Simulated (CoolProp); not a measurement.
R1336mzz(E) along the isotherm 136.85 °C: Z from the reference equation and from simpler models built on Tc = 130.4 °C, pc = 27.79 bar, ω = 0.413; each cubic takes its own stable root.

The numbers come from the reference Helmholtz-energy equation of state, Akasaka 2023 in CoolProp.

```
p (bar)          phase  reference  Redlich-Kwong  Soave-Redlich-Kwong  Peng-Robinson
-------  -------------  ---------  -------------  -------------------  -------------
3.8                gas     0.9522         0.9542               0.9548         0.9497
7.6                gas     0.9016         0.9055               0.9068         0.8968
11.4               gas     0.8473         0.8530               0.8552         0.8405
15.2               gas     0.7882         0.7955               0.7988         0.7798
19                 gas     0.7224         0.7307               0.7357         0.7128
22.8               gas     0.6459         0.6544               0.6622         0.6359
26.6               gas     0.5479         0.5544               0.5688         0.5403
30.4     supercritical     0.3758         0.3466               0.4111         0.3859
34.2     supercritical     0.2342         0.2864               0.3022         0.2774
38       supercritical     0.2348         0.2906               0.3003         0.2736
41.8     supercritical     0.2454         0.3021               0.3097         0.2811
45.6     supercritical     0.2586         0.3161               0.3226         0.2923
49.4     supercritical     0.2729         0.3312               0.3371         0.3050
53.2     supercritical     0.2878         0.3470               0.3524         0.3185
57       supercritical     0.3029         0.3631               0.3682         0.3325
```
